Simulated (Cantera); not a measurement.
**Stirred combustor or abatement burner**

A perfectly stirred reactor is fed with CH₄ : C₂H₆ : C₃H₈ : O₂ : N₂ = 1 : 0.066 : 0.19 : 6.49 : 24.4 (molar parts), at 4650 Torr; it is adiabatic with a 323 K inlet, and is followed from long to short residence time, starting on the burning branch (τ in s: 0.059, 0.024, 0.0095, 0.0038, 0.0015, 0.00061, 0.00024, 9.8e-05, 3.9e-05).

Cantera simulation using GRI-Mech 3.0 (53 species, 325 reactions); the numbers are that mechanism's predictions, not measurements. GRI-Mech 3.0 was tuned for natural gas; its chemistry of propane as a main component is partial and can be far from experiment.

```tsv
τ (s)	T (K)	x CH₄	x C₂H₆	x C₃H₈	x O	x H₂O₂
0.059	1487	2.74e-5	4.76e-7	1.40e-6	5.97e-6	1.42e-7
0.024	1481	5.75e-5	1.06e-6	3.00e-6	9.92e-6	2.39e-7
0.0095	1467	0.000139	2.79e-6	7.18e-6	1.62e-5	5.18e-7
0.0038	1396	0.000650	1.57e-5	3.13e-5	1.72e-5	3.94e-6
0.0015	323	0.0311	0.00205	0.00591	<1e-12	<1e-12
0.00061	323	0.0311	0.00205	0.00591	<1e-12	<1e-12
0.00024	323	0.0311	0.00205	0.00591	<1e-12	<1e-12
9.8e-5	323	0.0311	0.00205	0.00591	<1e-12	<1e-12
3.9e-5	323	0.0311	0.00205	0.00591	<1e-12	<1e-12
```
x: mole fraction; the columns are a selection and need not sum to one.
